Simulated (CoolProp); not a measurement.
Vapour-liquid equilibrium of n-pentane (1) + the fluoroketone C6F12O (FK-5-1-12) (2) at 4.91 bar; x and y are mole fractions of (1).

Values from CoolProp's multi-fluid Helmholtz-energy mixture model, Thol 2019 and McLinden 2015; pair parameters Bell 2016.

```tsv
x	bubble temperature, mixture model (K)	bubble temperature, Raoult's law (K)	y, mixture model	y, Raoult's law
0.05	373.1	376.3	0.117	0.065
0.2	363.6	374.4	0.381	0.248
0.35	358.3	372.5	0.526	0.417
0.5	356.1	370.7	0.603	0.571
0.65	355.5	368.9	0.654	0.713
0.8	356.1	367.2	0.716	0.843
0.95	360.8	365.5	0.877	0.962
```

The largest gap from Raoult's law is -14.6 K in bubble temperature, at x = 0.5. y crosses x between x = 0.65 and 0.8: the model has an azeotrope there.

Pair parameters are fitted to limited data, so mixtures are less certain than the pure fluids.
